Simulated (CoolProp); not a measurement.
Properties of n-octane along the isotherm 595 K (Tc = 568.7 K, pc = 24.84 bar, ω = 0.398).

Values from CoolProp's reference Helmholtz-energy equation of state, Beckmüller 2019.

```json
[
 {"p (bar)": "17.7", "phase": "gas", "cv (kJ/(kg K))": "2.849", "speed of sound (m/s)": "159.1", "expansivity (1/kK)": "4.543", "viscosity (µPa s)": "12.5", "Prandtl number": "0.827", "fugacity coefficient": "0.7905"},
 {"p (bar)": "35.5", "phase": "supercritical", "cv (kJ/(kg K))": "2.989", "speed of sound (m/s)": "102.6", "expansivity (1/kK)": "29.84", "viscosity (µPa s)": "30.1", "Prandtl number": "2.72", "fugacity coefficient": "0.5885"},
 {"p (bar)": "53.2", "phase": "supercritical", "cv (kJ/(kg K))": "2.906", "speed of sound (m/s)": "222.2", "expansivity (1/kK)": "6.181", "viscosity (µPa s)": "46.7", "Prandtl number": "2.69", "fugacity coefficient": "0.4446"},
 {"p (bar)": "71", "phase": "supercritical", "cv (kJ/(kg K))": "2.886", "speed of sound (m/s)": "292.2", "expansivity (1/kK)": "3.998", "viscosity (µPa s)": "54.1", "Prandtl number": "2.79", "fugacity coefficient": "0.3703"},
 {"p (bar)": "88.7", "phase": "supercritical", "cv (kJ/(kg K))": "2.877", "speed of sound (m/s)": "343.7", "expansivity (1/kK)": "3.133", "viscosity (µPa s)": "59.6", "Prandtl number": "2.89", "fugacity coefficient": "0.3271"},
 {"p (bar)": "106", "phase": "supercritical", "cv (kJ/(kg K))": "2.872", "speed of sound (m/s)": "385.0", "expansivity (1/kK)": "2.653", "viscosity (µPa s)": "64.3", "Prandtl number": "2.97", "fugacity coefficient": "0.3002"},
 {"p (bar)": "124", "phase": "supercritical", "cv (kJ/(kg K))": "2.870", "speed of sound (m/s)": "422.2", "expansivity (1/kK)": "2.325", "viscosity (µPa s)": "68.7", "Prandtl number": "3.05", "fugacity coefficient": "0.2816"},
 {"p (bar)": "142", "phase": "supercritical", "cv (kJ/(kg K))": "2.868", "speed of sound (m/s)": "455.1", "expansivity (1/kK)": "2.091", "viscosity (µPa s)": "72.8", "Prandtl number": "3.12", "fugacity coefficient": "0.2692"},
 {"p (bar)": "160", "phase": "supercritical", "cv (kJ/(kg K))": "2.867", "speed of sound (m/s)": "484.8", "expansivity (1/kK)": "1.913", "viscosity (µPa s)": "76.6", "Prandtl number": "3.19", "fugacity coefficient": "0.2610"},
 {"p (bar)": "177", "phase": "supercritical", "cv (kJ/(kg K))": "2.867", "speed of sound (m/s)": "510.7", "expansivity (1/kK)": "1.780", "viscosity (µPa s)": "80.1", "Prandtl number": "3.25", "fugacity coefficient": "0.2561"},
 {"p (bar)": "195", "phase": "supercritical", "cv (kJ/(kg K))": "2.867", "speed of sound (m/s)": "536.2", "expansivity (1/kK)": "1.665", "viscosity (µPa s)": "83.6", "Prandtl number": "3.31", "fugacity coefficient": "0.2533"},
 {"p (bar)": "213", "phase": "supercritical", "cv (kJ/(kg K))": "2.867", "speed of sound (m/s)": "560.1", "expansivity (1/kK)": "1.568", "viscosity (µPa s)": "87.0", "Prandtl number": "3.37", "fugacity coefficient": "0.2523"},
 {"p (bar)": "231", "phase": "supercritical", "cv (kJ/(kg K))": "2.867", "speed of sound (m/s)": "582.6", "expansivity (1/kK)": "1.486", "viscosity (µPa s)": "90.3", "Prandtl number": "3.43", "fugacity coefficient": "0.2528"},
 {"p (bar)": "248", "phase": "supercritical", "cv (kJ/(kg K))": "2.867", "speed of sound (m/s)": "602.8", "expansivity (1/kK)": "1.420", "viscosity (µPa s)": "93.3", "Prandtl number": "3.49", "fugacity coefficient": "0.2545"}
]
```

Viscosity comes from a separate model (Huber 2004). Thermal conductivity comes from a separate model (Huber 2005).
